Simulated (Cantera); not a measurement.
Input: 1 mol HI, 2.8 mol H2O, 3.8 mol N2, held at 1298.15 K and 0.0100 bar.

Method: chemical equilibrium by Gibbs-energy minimisation in Cantera with the NASA 1993 tables (ideal gas, pure condensed phases). Candidate condensed phases: H2O, I2; 27 gas species. Rates play no part.

Base state: N2 0.475, H2O 0.350, I 0.102, H2 0.0514, HI 0.0220, I2 0.000475 (mole fractions); condensed: gas only.

**Question.** What changes in the equilibrium state with this change: temperature from 1298.15 K to 1875 K?

**Answer.** 
```tsv
species	before	after
N2	0.475	0.469
H2O	0.350	0.345
I	0.102	0.121
HI	0.0220	0.00251
H2	0.0514	0.0602
O2	<1e-9	3.65e-5
O	<1e-9	1.45e-5
```

**Question.** What changes in the equilibrium state with this change: 1.6 mol NH3 added?

**Answer.** 
| species | before | after |
|---|---|---|
| N2 | 0.475 | 0.413 |
| H2O | 0.350 | 0.251 |
| H2 | 0.0514 | 0.246 |
| I | 0.102 | 0.0608 |
| HI | 0.0220 | 0.0287 |
| I2 | 0.000475 | 0.000169 |
